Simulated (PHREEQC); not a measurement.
# Hard or scaling water (model solution)

Dissolve 2.9 mmol/kgw MgCl2, 3.9 mmol/kgw CO2 and 57 mmol/kgw NaCl at 16 °C. Closed to the air; pH follows from the charge balance.

Computed with PHREEQC (ion-association model, phreeqc.dat).

Each row changes one thing in this solution. This is a speciation only: nothing precipitates in the calculation.

```csv
case,pH,(CO2)2 (mol/kgw),CO3-2 (mol/kgw)
as made,4.39,2.02e-7,8.06e-11
temperature from 16 to 30 °C,4.35,3.24e-7,1.11e-10
MgCl2 left out,4.40,2.02e-7,7.88e-11
NaCl from 0.057 to 0.0627 mol/kgw,4.39,2.02e-7,8.22e-11
NaCl replaced by LiCl at the same molality,4.40,2.02e-7,8.23e-11
```
